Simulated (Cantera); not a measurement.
Input: 1 mol PH3, 4.4 mol H2, 0.034 mol H2O, equilibrated at 1725 K and 1330 Pa.

These are equilibrium values from Cantera (NASA tables, ideal gas, pure condensed phases), not measurements of a reactor. Candidate condensed phases: H2O, P, P4O10; 17 gas species. Gases not in the tables: HPO2, HPO3 and P4O6. Rates play no part.

Base state: H2 0.916, P2 0.0769, H2O 0.00399, H 0.00154, PO 0.00127, P 9.16e-5, PH 3.32e-5, PO2 1.07e-5 (mole fractions); condensed: gas only.

Q: What changes in the equilibrium state with this change: temperature from 1725 K to 1775 K?

A: 
```
species   before     after
-------  -------  --------
H2         0.916     0.915
P2        0.0769    0.0767
H2O      0.00399   0.00368
H        0.00154   0.00240
P        9.16e-5  0.000149
PH       3.32e-5   4.56e-5
```

Q: What changes in the equilibrium state with this change: pressure from 1330 Pa to 10000 Pa?

A: 
| species | before | after |
|---|---|---|
| H2 | 0.916 | 0.917 |
| P2 | 0.0769 | 0.0772 |
| H2O | 0.00399 | 0.00472 |
| H | 0.00154 | 0.000562 |
| PO | 0.00127 | 0.000548 |
| P4 | 9.33e-6 | 7.06e-5 |
| P | 9.16e-5 | 3.35e-5 |
